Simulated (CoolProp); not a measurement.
The fluid at 298.15 K and 5.86 MPa is throttled through a valve to 2.61 MPa with no heat exchange. The same conditions are run with several fluids, on thermodynamics alone (safety and materials aside).

Model: reference Helmholtz-energy equation of state of each fluid (CF4 (R14): Platzer 1990; dry air: Lemmon 2000; oxygen: Schmidt 1985; carbon monoxide: Lemmon 2006; ethylene: Smukala 2000), in CoolProp. The equations of Platzer and Polt are older, rougher fits. Blends and air are pseudo-pure fits.

Problem. Rank CF4 (R14), dry air, oxygen, carbon monoxide, ethylene by temperature change (K), highest first.

Solution. dry air (-6.5), carbon monoxide (-7.1), oxygen (-8.2), CF4 (R14) (-18.7), ethylene (-43.8)

```json
[
 {"fluid": "CF4 (R14)", "final phase": "gas", "final density (kg/m³)": "113"},
 {"fluid": "dry air", "final phase": "gas", "final density (kg/m³)": "31.4"},
 {"fluid": "oxygen", "final phase": "gas", "final density (kg/m³)": "35.3"},
 {"fluid": "carbon monoxide", "final phase": "gas", "final density (kg/m³)": "30.5"},
 {"fluid": "ethylene", "final phase": "two-phase, vapour fraction 0.973", "final density (kg/m³)": "52.8"}
]
```
